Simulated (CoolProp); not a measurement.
R113 at 411.71 K and 1.84 MPa is throttled through a valve to 0.161 MPa with no heat exchange. Each further row changes one setting.

Computed with CoolProp (reference Helmholtz-energy equation of state, Marx 1992).

```tsv
case	temperature change (K)	final phase	final density (kg/m³)
as stated	-76.3	two-phase, vapour fraction 0.552	20.7
outlet pressure 0.0483 MPa	-111.7	two-phase, vapour fraction 0.731	5.08
outlet pressure 0.209 MPa	-67.2	two-phase, vapour fraction 0.501	29.0
```
